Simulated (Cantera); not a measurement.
An adiabatic, constant-pressure homogeneous reactor starts with CO : H2 : O2 : N2 : H2O = 1 : 0.16 : 1.76 : 6.61 : 2.4 (molar parts), equivalence ratio 0.33, at 1675 K and 1.60 bar. Integrator tolerance rtol = 1e-08.

Model: GRI-Mech 3.0 (53 species, 325 reactions), integrated in Cantera.

Task: What does this change do: pressure from 1.60 bar to 0.520 bar?

Result: 
```
quantity                                                              before                                    after
---------------------------------  -----------------------------------------  ---------------------------------------
time of steepest temperature rise                                    26.0 µs                                  85.6 µs
temperature at 0.700 s                                                2273 K                                   2253 K
equilibrium temperature                                               2273 K                                   2253 K
x(CO) at 0.700 s                     0.00213 (gas-phase equilibrium 0.00213)  0.00322 (gas-phase equilibrium 0.00321)
x(H2) at 0.700 s                   0.000993 (gas-phase equilibrium 0.000993)  0.00153 (gas-phase equilibrium 0.00153)
x(O2) at 0.700 s                       0.0984 (gas-phase equilibrium 0.0984)    0.0987 (gas-phase equilibrium 0.0986)
x(HO2) at 0.700 s                    7.08e-6 (gas-phase equilibrium 7.08e-6)  5.00e-6 (gas-phase equilibrium 4.99e-6)
x(H2O) at 0.700 s                        0.220 (gas-phase equilibrium 0.220)      0.218 (gas-phase equilibrium 0.218)
x(NO2) at 0.700 s                    8.70e-6 (gas-phase equilibrium 8.71e-6)  4.79e-6 (gas-phase equilibrium 4.88e-6)
x(N2O) at 0.700 s                    5.23e-7 (gas-phase equilibrium 5.23e-7)  2.85e-7 (gas-phase equilibrium 2.85e-7)
```

Task: What does this change do: H2 0.16 to 0.058 parts?

Result: 
```
quantity                                                              before                                      after
---------------------------------  -----------------------------------------  -----------------------------------------
time of steepest temperature rise                                    26.0 µs                                    37.1 µs
temperature at 0.700 s                                                2273 K                                     2236 K
equilibrium temperature                                               2273 K                                     2236 K
x(CO) at 0.700 s                     0.00213 (gas-phase equilibrium 0.00213)    0.00164 (gas-phase equilibrium 0.00164)
x(H2) at 0.700 s                   0.000993 (gas-phase equilibrium 0.000993)  0.000748 (gas-phase equilibrium 0.000748)
x(O2) at 0.700 s                       0.0984 (gas-phase equilibrium 0.0984)        0.104 (gas-phase equilibrium 0.104)
x(HO2) at 0.700 s                    7.08e-6 (gas-phase equilibrium 7.08e-6)    6.42e-6 (gas-phase equilibrium 6.42e-6)
x(H2O) at 0.700 s                        0.220 (gas-phase equilibrium 0.220)        0.213 (gas-phase equilibrium 0.213)
x(NO2) at 0.700 s                    8.70e-6 (gas-phase equilibrium 8.71e-6)    8.88e-6 (gas-phase equilibrium 8.90e-6)
x(N2O) at 0.700 s                    5.23e-7 (gas-phase equilibrium 5.23e-7)    4.98e-7 (gas-phase equilibrium 4.98e-7)
```
